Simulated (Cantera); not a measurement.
Feed: 1 mol MgO, 0.72 mol CO, held at 0.0730 bar.

Method: chemical equilibrium by Gibbs-energy minimisation in Cantera with the NASA 1993 tables (ideal gas, pure condensed phases). Candidate condensed phases: C, Mg, MgCO3, MgO; 15 gas species. Kinetics and transport are ignored.

log p: log10 of the partial pressure in bar; n: condensed amount in mol.

```csv
T (K),log p CO,log p CO2,log p Mg,log p MgO,log p O,log p O2,log p Mg2,n C(graphite),n MgO(s)
925,-1.21,-1.94,<-13,<-13,<-13,<-13,<-13,0.0973,1.00
1025,-1.15,-2.76,<-13,<-13,<-13,<-13,<-13,0.0168,1.00
1125,-1.14,-3.51,-12.33,<-13,<-13,<-13,<-13,0.00303,1.00
1225,-1.14,-4.15,-9.96,<-13,<-13,<-13,<-13,0.000702,1.00
1325,-1.14,?,?,<-13,<-13,<-13,<-13,?,1.00
1425,-1.14,-5.15,?,<-13,<-13,<-13,<-13,0,1.000
1525,-1.14,-5.14,-5.14,-13.02,<-13,<-13,<-13,0,1.000
1625,-1.14,-4.67,-4.67,-11.64,-12.80,<-13,-13.00,0,1.000
1725,-1.14,-4.25,-4.25,-10.41,-11.38,<-13,-12.23,0,0.999
1825,-1.14,-3.87,-3.87,-9.33,-10.12,-12.62,-11.54,0,0.999
1925,-1.14,-3.54,-3.54,-8.35,-8.99,-11.12,-10.93,0,0.997
2025,-1.14,-3.24,-3.24,-7.47,-7.98,-9.77,-10.39,0,0.994
2125,-1.15,-2.97,-2.97,-6.68,-7.05,-8.55,-9.90,0,0.989
2225,-1.16,-2.73,-2.73,-5.96,-6.21,-7.43,-9.47,0,0.981
```

Q: Fill in the missing entries.

A: 
- 1425, log p Mg: -6.23
- 1325, log p CO2: -4.69
- 1325, log p Mg: -7.95
- 1325, n C(graphite): 0.000203
